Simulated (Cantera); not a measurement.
Input: 1 mol Si₃N₄, 1.2 mol N₂O, a varied amount of N₂, 0.34 mol H₂O, held at 2000 K and 101000 Pa.

Cantera equilibrium calculation (NASA polynomials, part measured and part estimated; ideal gas, pure solids and liquids). Candidate condensed phases: H₂O, Si, SiO₂, Si₂N₂O, Si₃N₄; 35 gas species. Mutual solubility and eutectic melting of coexisting phases are not modelled. Rates play no part.

Problem. Which condensed phases are stable at each of these points (n(N₂) (mol)): 100, 130, 160, 200, 250, 310, 390, 480, 600?

Solution. 
| n(N₂) (mol) | condensed phases | Si condensed (%) |
|---|---|---|
| 100 | Si₂N₂O(s) + Si₃N₄(s) | 89.7 |
| 130 | Si₂N₂O(s) + Si₃N₄(s) | 86.7 |
| 160 | Si₂N₂O(s) + Si₃N₄(s) | 83.7 |
| 200 | Si₂N₂O(s) + Si₃N₄(s) | 79.7 |
| 250 | Si₂N₂O(s) + Si₃N₄(s) | 74.6 |
| 310 | Si₂N₂O(s) + Si₃N₄(s) | 68.6 |
| 390 | Si₂N₂O(s) + Si₃N₄(s) | 60.5 |
| 480 | Si₂N₂O(s) + Si₃N₄(s) | 51.5 |
| 600 | Si₃N₄(s) | 48.3 |

From 100 mol N₂ to 480 mol N₂ the condensed part is Si₂N₂O(s) + Si₃N₄(s). At 600 mol N₂ the condensed part is Si₃N₄(s).
